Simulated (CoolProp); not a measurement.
Hydrogen chloride along the isotherm 294.1 K: fugacity coefficient from the reference equation and from simpler models built on Tc = 324.7 K, pc = 8314 kPa, ω = 0.130; each cubic takes its own stable root.

The numbers come from the reference Helmholtz-energy equation of state, Thol 2018 in CoolProp.

| p (kPa) | phase | reference | van der Waals | Soave-Redlich-Kwong |
|---|---|---|---|---|
| 7560 | liquid | 0.4475 | 0.5790 | 0.4744 |
| 15100 | liquid | 0.2543 | 0.3556 | 0.2764 |
| 22700 | liquid | 0.1913 | 0.2865 | 0.2122 |
| 30200 | liquid | 0.1617 | 0.2582 | 0.1828 |
| 37800 | liquid | 0.1451 | 0.2464 | 0.1669 |
| 45300 | liquid | 0.1354 | 0.2441 | 0.1584 |
| 52900 | liquid | 0.1297 | 0.2478 | 0.1540 |
| 60500 | liquid | 0.1266 | 0.2562 | 0.1526 |
| 68000 | liquid | 0.1254 | 0.2682 | 0.1533 |
| 75600 | liquid | 0.1256 | 0.2840 | 0.1557 |
| 83100 | liquid | 0.1268 | 0.3029 | 0.1594 |
